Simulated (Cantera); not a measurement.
**Carbothermic reduction: CuO + C + CO**

Input: 1 mol CuO, 1.6 mol C, 0.27 mol CO, equilibrated at 600 °C.

Equilibrium computed with Cantera from the NASA thermochemical tables; the gas is ideal and each condensed phase is pure. Candidate condensed phases: C, Cu, CuO, Cu2O; 15 gas species. Rates play no part.

| P (Pa) | x CO | x CO2 | n C(graphite) | n Cu(s) |
|---|---|---|---|---|
| 10 | 0.999 | 0.00113 | 0.601 | 1.00 |
| 36 | 0.996 | 0.00405 | 0.605 | 1.00 |
| 130 | 0.986 | 0.0143 | 0.618 | 1.00 |
| 460 | 0.953 | 0.0474 | 0.657 | 1.00 |
| 1700 | 0.858 | 0.142 | 0.758 | 1.00 |
| 6000 | 0.683 | 0.317 | 0.906 | 1.00 |
| 22000 | 0.464 | 0.536 | 1.04 | 1.00 |
| 77000 | 0.286 | 0.714 | 1.13 | 1.00 |
| 280000 | 0.162 | 0.838 | 1.18 | 1.00 |
| 1000000 | 0.0896 | 0.910 | 1.21 | 1.00 |
x: gas mole fraction; n: condensed amount in mol.

From 10.0 Pa to 10.0 bar the condensed part is C(graphite) + Cu(s).
